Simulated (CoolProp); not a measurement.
Vapour-liquid equilibrium of carbon dioxide (1) + R152A (2) at 0.649 MPa; x and y are mole fractions of (1).

Model: multi-fluid Helmholtz-energy mixture model, Span 1996 and Outcalt 1996; pair parameters Bell 2016, in CoolProp.

| x | bubble temperature, mixture model (°C) | bubble temperature, Raoult's law (°C) | y, mixture model | y, Raoult's law |
|---|---|---|---|---|
| 0.05 | ___ | 13.9 | ___ | 0.381 |
| 0.2 | -9.1 | -11.3 | ___ | 0.787 |
| 0.35 | ___ | -25.1 | 0.880 | 0.903 |
| 0.5 | ___ | -34.2 | ___ | 0.951 |
| 0.65 | -40.4 | -40.8 | 0.967 | 0.976 |
| 0.8 | ___ | -45.9 | 0.985 | 0.989 |
| 0.95 | -49.9 | -50.0 | ___ | 0.998 |

Problem. Some entries are withheld; supply them.

Solution. 
- 0.05, bubble temperature, mixture model (°C): 16.2
- 0.05, y, mixture model: 0.301
- 0.2, y, mixture model: 0.740
- 0.35, bubble temperature, mixture model (°C): -24.1
- 0.5, bubble temperature, mixture model (°C): -33.6
- 0.5, y, mixture model: 0.938
- 0.8, bubble temperature, mixture model (°C): -45.6
- 0.95, y, mixture model: 0.997

The largest gap from Raoult's law is +2.3 K in bubble temperature, at x = 0.05. No azeotrope shows between x = 0.05 and 0.95.

Pair parameters are fitted to limited data, so mixtures are less certain than the pure fluids.
